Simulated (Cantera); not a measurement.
Cantera run, input and output.

```python
import numpy as np
import cantera as ct

gas = ct.Solution("h2o2.yaml")
gas.TPX = 1173, 43000, {'H2': 0.78, 'O2': 1, 'N2': 16}
inlet = ct.Reservoir(gas, clone=True)

reactor = ct.IdealGasConstPressureReactor(gas, energy="off", clone=False)
exhaust = ct.Reservoir(gas, clone=True)
tau = [10, 3.5, 1.2, 0.4, 0.14, 0.046, 0.016, 0.0053, 0.0018][0]
for a, b in ((inlet, reactor), (reactor, exhaust)):
    ct.MassFlowController(a, b, mdot=lambda t: reactor.mass / tau)
net = ct.ReactorNet([reactor])
show = ['H2', 'O2', 'OH', 'H2O2', 'HO2', 'H']

rows = []
print(f"{'tau/s':>10s}{'T/K':>9s}" + "".join(f"{s:>11s}" for s in show))
for tau in [10, 3.5, 1.2, 0.4, 0.14, 0.046, 0.016, 0.0053, 0.0018]:
    net.initial_time = 0.0
    net.advance(30 * tau)
    before = gas.X
    net.advance(40 * tau)
    drift = np.max(np.abs(gas.X - before) / (gas.X + 1e-9))
    rows.append([gas.T, *gas[show].X, drift])
    print(f"{tau:10.3e}{gas.T:9.1f}" + "".join(f"{x:11.3e}" for x in gas[show].X))
```

Output:

```
     tau/s      T/K         H2         O2         OH       H2O2        HO2          H
 1.000e+01   1173.0  1.674e-05  3.507e-02  3.709e-05  6.898e-08  5.430e-07  5.127e-07
 3.500e+00   1173.0  3.373e-05  3.507e-02  5.223e-05  1.158e-07  9.936e-07  1.467e-06
 1.200e+00   1173.0  6.846e-05  3.508e-02  7.430e-05  1.893e-07  1.734e-06  4.282e-06
 4.000e-01   1173.0  1.398e-04  3.509e-02  1.075e-04  2.985e-07  2.823e-06  1.282e-05
 1.400e-01   1173.0  2.719e-04  3.512e-02  1.548e-04  4.355e-07  4.098e-06  3.641e-05
 4.600e-02   1173.0  5.386e-04  3.520e-02  2.307e-04  6.053e-07  5.512e-06  1.091e-04
 1.600e-02   1173.0  1.010e-03  3.534e-02  3.398e-04  7.688e-07  6.722e-06  3.042e-04
 5.300e-03   1173.0  1.915e-03  3.568e-02  5.082e-04  9.094e-07  7.729e-06  8.580e-04
 1.800e-03   1173.0  3.525e-03  3.640e-02  7.359e-04  9.835e-07  8.439e-06  2.197e-03
```

Computed with Cantera and the H2/O2 subset of GRI-Mech 3.0, which has no nitrogen chemistry. The temperature is held fixed by assumption; the heat of reaction is taken as removed at once.
